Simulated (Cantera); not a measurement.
Gas mixture: 28.1 % CH3OH, 24.7 % CO2, 19.2 % C2H6, 28.1 % NH3, at 9.00 Torr, frozen composition.

Cantera's kinetic-theory transport with the Lennard-Jones parameters of GRI-Mech 3.0, ideal gas; thermal conductivity in the multicomponent form. Polar gases are described roughly by these parameters. The composition is frozen, though it would react at the higher temperatures.

D: mixture-averaged diffusion coefficient of that species in the mixture.

```csv
T (K),ρ (kg/m³),cp (J/kg/K),μ (µPa s),λ (mW/m/K),Pr,D (cm²/s) O,D (cm²/s) H2O,D (cm²/s) OH
400,0.0110,1578,15.0,32.7,0.724,38.1,24.7,___
650,0.00675,2079,23.4,66.8,0.729,89.9,64.6,___
900,0.00487,2437,30.8,103,0.731,157,120,___
1150,0.00382,2716,37.3,139,0.732,238,188,___
1400,0.00313,2917,43.2,173,0.731,331,268,___
1650,0.00266,3066,48.7,205,0.730,436,358,___
1900,0.00231,3176,53.8,234,0.729,551,458,___
2150,0.00204,3259,58.5,262,0.727,677,567,___
```

Question: What belongs in the gaps?

Answer: 
- 400, D (cm²/s) OH: 37.4
- 650, D (cm²/s) OH: 88.2
- 900, D (cm²/s) OH: 154
- 1150, D (cm²/s) OH: 233
- 1400, D (cm²/s) OH: 325
- 1650, D (cm²/s) OH: 427
- 1900, D (cm²/s) OH: 541
- 2150, D (cm²/s) OH: 664
